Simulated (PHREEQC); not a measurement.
Consider water at 70 °C with 3 mmol/kgw HCl and 11 mmol/kgw CuCl2. Closed to the air; pH follows from the charge balance.

Equilibrium calculation in PHREEQC: ion-association model, phreeqc.dat.

Task: The ionic strength comes out as 0.0321 mol/kgw. What activity coefficients do H+, Cl-, Cu+2, CuCl+ get?

Result: H+ 0.86, Cl- 0.83, Cu+2 0.51, CuCl+ 0.83.

Precipitation was switched off in this run. Species that the database lacks are ignored. Away from 25 °C the constants follow the database's enthalpies or fits; those with neither stay at their 25 °C values.
